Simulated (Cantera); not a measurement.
A perfectly stirred reactor is fed with 25.6 % CH4, 74.4 % H2O, at 24000 Pa; it is held at 1950 K, and followed from long to short residence time.

Cantera simulation using GRI-Mech 3.0 (53 species, 325 reactions); the numbers are that mechanism's predictions, not measurements.

x: mole fraction; the columns are a selection and need not sum to one.

| τ (s) | x CH4 | x H2O | x C2H6 | x CO2 | x O |
|---|---|---|---|---|---|
| 0.91 | 0.00302 | 0.310 | ___ | 0.0197 | 1.90e-7 |
| 0.37 | 0.00566 | 0.321 | ___ | 0.0199 | 1.92e-7 |
| 0.15 | 0.00972 | 0.344 | ___ | 0.0199 | 1.93e-7 |
| 0.061 | 0.0155 | 0.384 | ___ | 0.0193 | 1.93e-7 |
| 0.025 | 0.0234 | 0.438 | ___ | 0.0170 | 1.93e-7 |
| 0.010 | 0.0352 | 0.502 | ___ | 0.0123 | 1.91e-7 |
| 0.0041 | 0.0528 | 0.561 | ___ | 0.00661 | 1.90e-7 |
| 0.0017 | 0.0794 | 0.610 | ___ | 0.00244 | 1.91e-7 |

**Question.** What belongs in the gaps?

**Answer.** 
- 0.91, x C2H6: 1.41e-7
- 0.37, x C2H6: 5.00e-7
- 0.15, x C2H6: 1.52e-6
- 0.061, x C2H6: 4.02e-6
- 0.025, x C2H6: 9.73e-6
- 0.010, x C2H6: 2.30e-5
- 0.0041, x C2H6: 5.21e-5
- 0.0017, x C2H6: 0.000112
